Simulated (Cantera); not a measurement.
Mixture: 9.51 % CH₄, 19.0 % O₂, 71.5 % N₂, equivalence ratio 1.0, at 1.01 bar, adiabatic and at constant volume. Ignition delay is the time to a rise of 400 K.

Cantera simulation using GRI-Mech 3.0 (53 species, 325 reactions); the numbers are that mechanism's predictions, not measurements.

**Question.** At T0 = 1650 K, what is the delay, and which 5 reactions control it most (d ln τ / d ln k, from doubling and halving each rate constant)?

**Answer.** The delay is 0.291 ms.
```tsv
reaction	d ln τ / d ln k	faster rate
CH3 + O2 <=> CH3O + O	-0.39	shortens it
H + O2 <=> O + OH	-0.30	shortens it
CH4 + H <=> CH3 + H2	0.23	lengthens it
2 CH3 (+M) <=> C2H6 (+M)	0.16	lengthens it
2 CH3 <=> C2H5 + H	-0.13	shortens it
```
